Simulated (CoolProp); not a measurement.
Dodecamethylcyclohexasiloxane (D6) at several states: density (kg/m³) from the reference equation and from simpler models built on Tc = 372.6 °C, pc = 9.614 bar, ω = 0.736; each cubic takes its own stable root.

Model: reference Helmholtz-energy equation of state, Colonna 2008, in CoolProp. It is a short technical equation, of lower accuracy than the large ones.

```tsv
T (°C)	p (bar)	phase	reference
200.75	1.25	liquid	766.0
325.95	29.8	liquid	621.6
82.45	0.514	liquid	904.9
308.85	2.55	gas	28.38
266.75	5.45	liquid	677.0
```

Problem. How far does each simpler model (van der Waals, Soave-Redlich-Kwong, Peng-Robinson) lie from the reference over these 5 states: mean and median of the absolute difference, and the worst?

Solution. 
- van der Waals: mean 44.2 %, median 41.4 %, worst -98.0 % at 200.75 °C and 1.25 bar
- Soave-Redlich-Kwong: mean 6.6 %, median 7.2 %, worst -10.8 % at 82.45 °C and 0.514 bar
- Peng-Robinson: mean 3.3 %, median 4.7 %, worst +6.0 % at 325.95 °C and 29.8 bar

At some of these states van der Waals gives the other phase, because its saturation line lies elsewhere.
